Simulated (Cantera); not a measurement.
Input: 1 mol toluene, 0.025 mol CO2, 0.78 mol O2, held at 350 °C and 1330 Pa.

Method: chemical equilibrium by Gibbs-energy minimisation in Cantera with the NASA 1993 tables (ideal gas, pure condensed phases). Candidate condensed phases: C, C6H6, C7H8, C8H18, H2O; 110 gas species. The numbers say what is thermodynamically allowed, not how fast it happens.

Base state: H2 0.482, H2O 0.282, CH4 0.157, CO2 0.0729, CO 0.00588 (mole fractions); condensed: C(graphite).

### Question
What changes in the equilibrium state with this change: temperature from 350 °C to 2125 °C?

### Answer
```
species            before    after
----------------  -------  -------
H2                  0.482    0.617
CO                0.00588    0.272
H                   <1e-9    0.107
H2O                 0.282  7.07e-8
CH4                 0.157  9.05e-7
CO2                0.0729  5.27e-9
C2H2 (acetylene)    <1e-9  0.00426
C2H                 <1e-9  4.24e-5
C4H2                <1e-9  1.21e-5
C(graphite), mol     6.15     5.36
```

### Question
What changes in the equilibrium state with this change: pressure from 1330 Pa to 10000 Pa?

### Answer
| species | before | after |
|---|---|---|
| H2O | 0.282 | 0.373 |
| CH4 | 0.157 | 0.313 |
| H2 | 0.482 | 0.248 |
| CO2 | 0.0729 | 0.0637 |
| CO | 0.00588 | 0.00201 |
| C(graphite), mol | 6.15 | 5.81 |
